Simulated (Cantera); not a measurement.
A perfectly stirred reactor is fed with 6.09 % CH4, 1.28 % H2, 19.5 % O2, 73.1 % N2, equivalence ratio 0.66, at 4.15 atm; it is adiabatic with a 675 K inlet, and is followed from long to short residence time, starting on the burning branch (τ in s: 0.43, 0.18, 0.071, 0.029, 0.012, 0.0047, 0.0019, 0.00077, 0.00031, 0.00013, 5.1e-05).

Detailed kinetics in Cantera: GRI-Mech 3.0 (53 species, 325 reactions).

One state of this run: T (K) = 2049; x CH4 = 4.09e-5; x H2 = 0.000498; x O2 = 0.0672; x H2O2 = 2.94e-7; x OH = 0.00305; x C2H6 = 1.29e-9. x: mole fraction; the columns are a selection and need not sum to one.

Task: Which value of τ (s) does it belong to?
(A) 0.18
(B) 5.1e-5
(C) 0.0019
(D) 0.00077

Result: C, 0.0019
